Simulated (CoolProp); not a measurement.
A single-stage vapour-compression cycle with R134a: evaporating at 213.15 K (dew point), condensing at 243.15 K (bubble point), superheat 0 K, subcooling 8 K, compressor efficiency 0.65, no pressure losses. Each further row changes one setting.

Computed with CoolProp (reference Helmholtz-energy equation of state, Tillner-Roth 1994).

| case | cooling COP | pressure ratio | discharge temperature (K) | refrigerating effect (kJ/kg) | volumetric capacity (kJ/m³) |
|---|---|---|---|---|---|
| as stated | 4.36 | 5.30 | 280.0 | 211 | 195 |
| evaporating temperature 218.15 K | 5.45 | 3.87 | 272.6 | 214 | 266 |
| condensing temperature 238.15 K | 5.32 | 4.16 | 270.1 | 217 | 201 |
| subcooling 13 K | 4.49 | 5.30 | 280.0 | 217 | 201 |
| superheat 10 K | 4.30 | 5.30 | 291.1 | 218 | 192 |
| compressor efficiency 0.55 | 3.69 | 5.30 | 290.6 | 211 | 195 |
